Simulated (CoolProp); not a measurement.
Vapour-liquid equilibrium of sulfur dioxide (1) + toluene (2) at 0.0864 MPa; x and y are mole fractions of (1).

The numbers come from the multi-fluid Helmholtz-energy mixture model, Gao 2016 and Lemmon 2006; pair parameters Bell 2016 in CoolProp.

Give the bubble temperature and the first vapour's composition at x = 0.25, 0.45, 0.95. Is there an azeotrope?

x = 0.25: 23.3 °C, y = 0.969; x = 0.45: 4.8 °C, y = 0.992; x = 0.95: -12.4 °C, y = 1.000. No azeotrope shows between x = 0.05 and 0.95.

The pair parameters rest on a limited set of measurements; away from them the model extrapolates. The gap from Raoult's law changes sign with composition, which may be real or a fault of the pair parameters; it wasn't checked against measurements.
